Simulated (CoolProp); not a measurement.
Saturation properties of n-octane (Tc = 568.7 K, pc = 2.484 MPa, ω = 0.398).

The numbers come from the reference Helmholtz-energy equation of state, Beckmüller 2019 in CoolProp.

```tsv
T (K)	p (MPa)	vapour Z	surface tension (mN/m)
401.3	?	0.9409	11.8
412.4	0.1457	0.9275	10.8
423.5	0.1920	0.9122	?
434.6	0.2489	0.8949	?
445.6	0.3172	0.8756	8.08
456.7	0.3999	0.8539	7.18
467.8	0.4980	0.8297	6.30
478.9	0.6134	0.8027	5.44
490	0.7481	?	?
501	0.9025	0.7397	3.79
512.1	1.082	0.7024	3.00
523.2	1.287	0.6601	2.24
```

Task: What belongs in the gaps?

Result: 
- 401.3, p (MPa): 0.1086
- 423.5, surface tension (mN/m): 9.89
- 434.6, surface tension (mN/m): 8.97
- 490, vapour Z: 0.7728
- 490, surface tension (mN/m): 4.60

It boils at 398.8 K under 1 atm.

Surface tension comes from a separate correlation (Mulero 2012).
